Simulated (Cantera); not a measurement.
Charge: 1 mol CaO, 2.7 mol HBr, 0.39 mol N₂, at 53.0 mbar.

Method: chemical equilibrium by Gibbs-energy minimisation in Cantera with the NASA 1993 tables (ideal gas, pure condensed phases). Candidate condensed phases: Br₂, Ca, CaBr₂, CaO, Ca(OH)₂, H₂O; 34 gas species. Rates play no part.

x: gas mole fraction; n: condensed amount in mol.

| T (°C) | x H₂O | x CaBr₂ | x HBr | x N₂ | x Br | x H₂ | x H | n CaBr₂(l) | n CaO(s) |
|---|---|---|---|---|---|---|---|---|---|
| 1150 | 0.449 | 0.0550 | 0.300 | 0.175 | 0.0139 | 0.00722 | ___ | 0.878 | 0 |
| 1200 | 0.423 | 0.107 | 0.278 | 0.165 | 0.0178 | 0.00915 | ___ | 0.746 | 0 |
| 1250 | 0.378 | 0.199 | 0.243 | 0.147 | 0.0215 | 0.0110 | ___ | 0.474 | 0 |
| 1300 | 0.313 | 0.313 | 0.210 | 0.125 | 0.0253 | 0.0128 | ___ | 0 | 0.0191 |
| 1350 | 0.316 | 0.316 | 0.197 | 0.124 | 0.0309 | 0.0156 | ___ | 0 | 0.00781 |
| 1400 | 0.318 | 0.318 | 0.185 | 0.124 | 0.0372 | 0.0188 | ___ | 0 | 0 |
| 1450 | 0.316 | 0.316 | 0.176 | 0.123 | 0.0448 | 0.0225 | ___ | 0 | 0 |
| 1500 | 0.315 | 0.315 | 0.167 | 0.123 | 0.0530 | 0.0266 | ___ | 0 | 0 |
| 1550 | 0.313 | 0.314 | 0.157 | 0.122 | 0.0618 | 0.0310 | ___ | 0 | 0 |
| 1600 | 0.312 | 0.312 | 0.147 | 0.122 | 0.0709 | 0.0355 | ___ | 0 | 0 |

Problem. Some entries are withheld; supply them.

Solution. 
- 1150, x H: 2.45e-6
- 1200, x H: 5.26e-6
- 1250, x H: 1.05e-5
- 1300, x H: 2.00e-5
- 1350, x H: 3.75e-5
- 1400, x H: 6.78e-5
- 1450, x H: 0.000119
- 1500, x H: 0.000202
- 1550, x H: 0.000331
- 1600, x H: 0.000529
